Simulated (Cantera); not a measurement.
A closed system holds: 1 mol Al, 0.24 mol NH3, 2.8 mol N2, 1.1 mol CO2, at 75.0 Torr.

Method: chemical equilibrium by Gibbs-energy minimisation in Cantera with the NASA 1993 tables (ideal gas, pure condensed phases). Candidate condensed phases: Al, AlN, Al2O3, C, C6H6, C7H8, C8H18, H2O; 148 gas species. Mutual solubility and eutectic melting of coexisting phases are not modelled. Equilibrium is a limit: real reactors are often held back by kinetics, nucleation or transport.

x: gas mole fraction; n: condensed amount in mol.

```json
[
 {"T (K)": "1548", "x N2": "0.733", "x CO": "0.176", "x H2": "0.0902", "x HCN": "0.000378", "x H": "2.93e-5", "x Al": "5.17e-9", "n Al2O3(s)": "0.500", "n C(graphite)": "0.398", "n AlN(s)": "0"},
 {"T (K)": "1598", "x N2": "0.727", "x CO": "0.183", "x H2": "0.0897", "x HCN": "[?]", "x H": "[?]", "x Al": "[?]", "n Al2O3(s)": "0.489", "n C(graphite)": "[?]", "n AlN(s)": "[?]"},
 {"T (K)": "1648", "x N2": "0.656", "x CO": "0.259", "x H2": "0.0845", "x HCN": "0.000560", "x H": "8.18e-5", "x Al": "2.35e-7", "n Al2O3(s)": "0.367", "n C(graphite)": "0", "n AlN(s)": "0.265"},
 {"T (K)": "1698", "x N2": "0.656", "x CO": "0.259", "x H2": "0.0845", "x HCN": "0.000457", "x H": "0.000133", "x Al": "9.21e-7", "n Al2O3(s)": "0.367", "n C(graphite)": "0", "n AlN(s)": "0.265"},
 {"T (K)": "1748", "x N2": "0.656", "x CO": "0.259", "x H2": "0.0845", "x HCN": "0.000378", "x H": "0.000210", "x Al": "3.33e-6", "n Al2O3(s)": "0.367", "n C(graphite)": "0", "n AlN(s)": "0.266"},
 {"T (K)": "1798", "x N2": "0.656", "x CO": "0.259", "x H2": "0.0844", "x HCN": "[?]", "x H": "[?]", "x Al": "[?]", "n Al2O3(s)": "0.367", "n C(graphite)": "0", "n AlN(s)": "0.266"},
 {"T (K)": "1848", "x N2": "0.656", "x CO": "0.259", "x H2": "0.0844", "x HCN": "0.000267", "x H": "0.000487", "x Al": "3.52e-5", "n Al2O3(s)": "0.367", "n C(graphite)": "0", "n AlN(s)": "0.266"}
]
```

**Question.** Some entries are withheld; supply them.

**Answer.** 
- 1798, x HCN: 0.000316
- 1798, x H: 0.000324
- 1798, x Al: 1.12e-5
- 1598, x HCN: 0.000516
- 1598, x H: 5.04e-5
- 1598, x Al: 5.24e-8
- 1598, n C(graphite): 0.366
- 1598, n AlN(s): 0.0213
